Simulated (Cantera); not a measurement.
Charge: 1 mol FeCl2, 0.18 mol HCl, a varied amount of H2, held at 552 °C and 0.100 bar.

Cantera equilibrium calculation (NASA polynomials, part measured and part estimated; ideal gas, pure solids and liquids). Candidate condensed phases: Fe, FeCl2, FeCl3; 11 gas species. Equilibrium is a limit: real reactors are often held back by kinetics, nucleation or transport.

Q: At 16 mol H2, list the 4 most abundant gas species with their mole fractions, and the condensed phases.

A: H2 0.874, HCl 0.125, FeCl2 0.00106, Fe2Cl4 5.01e-5. Condensed: Fe(α).
